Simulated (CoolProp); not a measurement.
Properties of cyclopentane at several states.

Values from CoolProp's reference Helmholtz-energy equation of state, Gedanitz 2015.

| T (°C) | p (MPa) | phase | cv (kJ/(kg K)) | isothermal compressibility (1/MPa) |
|---|---|---|---|---|
| 11.05 | 0.0109 | gas | 1.006 | 92.25 |
| 23.95 | 0.015 | gas | 1.068 | 67.11 |
| 185.45 | 9.17 | liquid | 1.971 | 0.006844 |
| -9.85 | 0.0904 | liquid | 1.141 | 0.0009689 |
